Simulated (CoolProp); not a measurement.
Vapour-liquid equilibrium of n-decane (1) + n-dodecane (2) at 0.207 MPa; x and y are mole fractions of (1).

Model: multi-fluid Helmholtz-energy mixture model, Lemmon 2006 and Lemmon 2004; pair parameters Bell 2016, in CoolProp.

| x | bubble temperature (°C) | y at the bubble point | dew temperature at overall composition x (°C) | liquid density (mol/L) |
|---|---|---|---|---|
| 0.05 | 245.8 | 0.098 | 247.3 | 3.337 |
| 0.15 | 240.2 | 0.273 | 244.2 | 3.410 |
| 0.25 | ___ | 0.422 | ___ | 3.483 |
| 0.35 | 229.7 | 0.548 | ___ | ___ |
| 0.45 | 225.0 | 0.653 | 233.7 | 3.629 |
| 0.55 | ___ | 0.741 | 229.6 | ___ |
| 0.65 | 216.6 | 0.815 | 225.1 | 3.776 |
| 0.75 | 212.8 | 0.878 | 220.1 | 3.850 |
| 0.85 | 209.3 | 0.932 | 214.5 | 3.924 |
| 0.95 | 206.1 | 0.979 | 208.1 | ___ |

**Question.** What belongs in the gaps?

**Answer.** 
- 0.25, bubble temperature (°C): 234.8
- 0.25, dew temperature at overall composition x (°C): 241.0
- 0.35, dew temperature at overall composition x (°C): 237.5
- 0.35, liquid density (mol/L): 3.556
- 0.55, bubble temperature (°C): 220.6
- 0.55, liquid density (mol/L): 3.702
- 0.95, liquid density (mol/L): 4.000

No azeotrope shows between x = 0.05 and 0.95.

The pair parameters rest on a limited set of measurements; away from them the model extrapolates.
